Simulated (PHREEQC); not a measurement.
A PHREEQC input (ion-association model, wateq4f.dat):

```
SOLUTION 1
  temp 25
  units mg/L
  pH 6.23
  pe 0.6
  Na 84.1
  K 138
  Ca 112
  Mg 26
  Cl 60.5 charge
  Li 0.1 charge
  S(6) 263 as SO4
  Alkalinity 483 as HCO3
  B 0.245
  Sr 35.3
  Zn 1.86
  Li 0.595
END
USE solution 1
EQUILIBRIUM_PHASES 1
  Quartz 0 0.5
  Gypsum 0 0
  CO2(g) -2.5 10
END
```

The run finishes without an error or a warning.

Its last state differs from that of the intended input:

```
quantity                   as run  intended
------------------------  -------  --------
ionic strength (mol/kgw)   0.0200    0.0196
ZnOHCl (mol/kgw)          1.17e-8   8.09e-9
ZnCl+ (mol/kgw)           8.26e-9   5.70e-9
```

### Question
One thing in the input isn't as intended. What explains the difference?

### Answer
One answer among several that fit: The fault: two constituents marked charge. The line should read `Cl 60.5` where the input has `Cl 60.5 charge / Li 0.1 charge`.
